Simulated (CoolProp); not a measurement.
Vapour-liquid equilibrium of isopentane (1) + toluene (2) at 401.4 K; x and y are mole fractions of (1).

Computed with CoolProp (multi-fluid Helmholtz-energy mixture model, Lemmon 2006 and Lemmon 2006; pair parameters Bell 2016).

Task: Give the bubble pressure and the first vapour's composition at x = 0.35, 0.65, 0.8. Is there an azeotrope?

Result: x = 0.35: 593.7 kPa, y = 0.788; x = 0.65: 904.3 kPa, y = 0.904; x = 0.8: 1050 kPa, y = 0.943. No azeotrope shows between x = 0.05 and 0.95.

The pair parameters rest on a limited set of measurements; away from them the model extrapolates.
